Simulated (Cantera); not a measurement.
A closed system holds: 1 mol Fe(CO)5, a varied amount of H2, at 848 K and 1.33 mbar.

Points: n(H2) (mol) = 0.27, 0.32, 0.37, 0.43, 0.5, 0.58, 0.68, 0.79, 0.92, 1.1, 1.2.

Cantera's Mixture.equilibrate('TP', solver="vcs", rtol=1e-11, max_steps=5000) on the NASA tables stopped like this:

```
ERROR: FAILURE its = 5001!

*******************************************************************************
CanteraError thrown by MultiPhase::equilibrate:
VCS solver failed. Return code: -1
*******************************************************************************
```

### Question
What got this run through?

### Answer
One answer among several that fit: The failure is numerical, not chemical. The same input converged with solver="gibbs", rtol=1e-10, max_steps=50000, and the result passed a check of the equilibrium conditions:
```
T = 848 K  P = 133.322 Pa  n(H2) = 0.27 mol  gas = 5.135 mol
   x: CO 9.216e-01  H2 5.210e-02  CO2 2.583e-02  H2O 4.725e-04
   condensed (mol): C(gr) 0.1351  Fe(a) 1
T = 848 K  P = 133.322 Pa  n(H2) = 0.32 mol  gas = 5.186 mol
   x: CO 9.129e-01  H2 6.115e-02  CO2 2.535e-02  H2O 5.494e-04
   condensed (mol): C(gr) 0.1343  Fe(a) 1
T = 848 K  P = 133.322 Pa  n(H2) = 0.37 mol  gas = 5.236 mol
   x: CO 9.045e-01  H2 7.003e-02  CO2 2.488e-02  H2O 6.233e-04
   condensed (mol): C(gr) 0.1335  Fe(a) 1
T = 848 K  P = 133.322 Pa  n(H2) = 0.43 mol  gas = 5.297 mol
   x: CO 8.945e-01  H2 8.045e-02  CO2 2.434e-02  H2O 7.082e-04
   condensed (mol): C(gr) 0.1326  Fe(a) 1
T = 848 K  P = 133.322 Pa  n(H2) = 0.5 mol  gas = 5.368 mol
   x: CO 8.831e-01  H2 9.232e-02  CO2 2.372e-02  H2O 8.023e-04
   condensed (mol): C(gr) 0.1316  Fe(a) 1
T = 848 K  P = 133.322 Pa  n(H2) = 0.58 mol  gas = 5.449 mol
   x: CO 8.705e-01  H2 1.055e-01  CO2 2.305e-02  H2O 9.038e-04
   condensed (mol): C(gr) 0.1305  Fe(a) 1
T = 848 K  P = 133.322 Pa  n(H2) = 0.68 mol  gas = 5.551 mol
   x: CO 8.553e-01  H2 1.215e-01  CO2 2.225e-02  H2O 1.022e-03
   condensed (mol): C(gr) 0.1291  Fe(a) 1
T = 848 K  P = 133.322 Pa  n(H2) = 0.79 mol  gas = 5.662 mol
   x: CO 8.391e-01  H2 1.383e-01  CO2 2.142e-02  H2O 1.142e-03
   condensed (mol): C(gr) 0.1276  Fe(a) 1
T = 848 K  P = 133.322 Pa  n(H2) = 0.92 mol  gas = 5.794 mol
   x: CO 8.207e-01  H2 1.575e-01  CO2 2.049e-02  H2O 1.272e-03
   condensed (mol): C(gr) 0.126  Fe(a) 1
T = 848 K  P = 133.322 Pa  n(H2) = 1.1 mol  gas = 5.976 mol
   x: CO 7.967e-01  H2 1.826e-01  CO2 1.930e-02  H2O 1.431e-03
   condensed (mol): C(gr) 0.1237  Fe(a) 1
T = 848 K  P = 133.322 Pa  n(H2) = 1.2 mol  gas = 6.077 mol
   x: CO 7.839e-01  H2 1.959e-01  CO2 1.869e-02  H2O 1.511e-03
   condensed (mol): C(gr) 0.1226  Fe(a) 1
```

The gas is ideal and each condensed phase is pure. Condensed phases not in the tables: cementite and carbon dissolved in iron.
